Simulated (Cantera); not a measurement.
Charge: 1 mol SiCl4, 4.3 mol HCl, 380 mol H2, at 1002 °C and 10000 Pa.

Method: chemical equilibrium by Gibbs-energy minimisation in Cantera with the NASA 1993 tables (ideal gas, pure condensed phases). Candidate condensed phases: Si; 19 gas species. The tables' values for SiCl3 are old estimates; treat these amounts as uncertain. The numbers say what is thermodynamically allowed, not how fast it happens.

Task: What is the equilibrium state?

Result: 
| Item | Value |
|---|---|
| x(H2) | 0.980 |
| x(HCl) | 0.0189 |
| x(SiCl2) | 0.000942 |
| x(SiHCl3) | 8.95e-5 |
| x(SiCl3) | 7.87e-5 |
| x(SiCl4) | 4.27e-5 |
| x(SiH2Cl2) | 2.60e-5 |
| x(H) | 2.31e-6 |
| x(SiH3Cl) | 2.11e-6 |
| n(Si(s)) | 0.544 mol |
| gas amount | 386.2 mol |
